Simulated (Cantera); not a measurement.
Feed: 1 mol Cu, 2.4 mol F2, 47 mol N2, at 1023 K and 10.0 mbar.

Method: chemical equilibrium by Gibbs-energy minimisation in Cantera with the NASA 1993 tables (ideal gas, pure condensed phases). Candidate condensed phases: Cu, CuF2; 11 gas species. Kinetics and transport are ignored.

Base state: N2 0.943, F 0.0525, CuF2 0.00237, F2 0.00183 (mole fractions); condensed: CuF2(s).

### Question
What changes in the equilibrium state with this change: temperature from 1023 K to 1198.15 K?

### Answer
```
species        before     after
------------  -------  --------
N2              0.943     0.925
F              0.0525    0.0549
CuF2          0.00237    0.0197
F2            0.00183  0.000117
CuF2(s), mol    0.882         0
```
